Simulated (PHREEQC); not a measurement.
Make-up at 55 °C: 0.0098 mol CdCl2, 0.0042 mol HCl and 0.00026 mol Na2SO4 per kg of water. Closed to the air; pH follows from the charge balance.

Model: ion-association model, wateq4f.dat, run in PHREEQC.

```json
[
 {"quantity": "pH", "before": "2.44", "after": "2.42"},
 {"quantity": "ionic strength (mol/kgw)", "before": "0.0236", "after": "0.00478"},
 {"quantity": "Cl- (mol/kgw)", "before": "0.0184", "after": "0.00420"},
 {"quantity": "SO4-2 (mol/kgw)", "before": "0.000135", "after": "0.000161"},
 {"quantity": "HSO4- (mol/kgw)", "before": "6.25e-5", "after": "9.82e-5"},
 {"quantity": "NaSO4- (mol/kgw)", "before": "2.26e-7", "after": "3.66e-7"},
 {"quantity": "SI of Halite (NaCl)", "before": "-6.80", "after": "-7.37"},
 {"quantity": "SI of Mirabilite (Na2SO4:10H2O)", "before": "-11.00", "after": "-10.72"}
]
```

What was changed between the two runs?
A) temperature from 55 to 5 °C
B) temperature from 55 to 20 °C
C) Na2SO4 from 0.00026 to 2.6e-05 mol/kgw
D) CdCl2 left out
E) CdCl2 from 0.0098 to 0.0108 mol/kgw

D, CdCl2 left out

No solid was allowed to form. Away from 25 °C the constants follow the database's enthalpies or fits; those with neither stay at their 25 °C values.
